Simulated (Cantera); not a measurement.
Feed: 1 mol CH3OH, 0.12 mol O2, equilibrated at 1050 K and 0.00570 bar.

Equilibrium computed with Cantera from the NASA thermochemical tables; the gas is ideal and each condensed phase is pure. Candidate condensed phases: C, C6H6, C7H8, C8H18, H2O; 110 gas species. The numbers say what is thermodynamically allowed, not how fast it happens.

Base state: H2 0.616, CO 0.304, H2O 0.0506, CO2 0.0294 (mole fractions); condensed: gas only.

**Question.** What changes in the equilibrium state with this change: pressure from 0.00570 bar to 1 atm?

**Answer.** 
| species | before | after |
|---|---|---|
| H2 | 0.616 | 0.600 |
| CO | 0.304 | 0.295 |
| H2O | 0.0506 | 0.0591 |
| CH4 | 4.74e-7 | 0.0115 |
| CO2 | 0.0294 | 0.0343 |
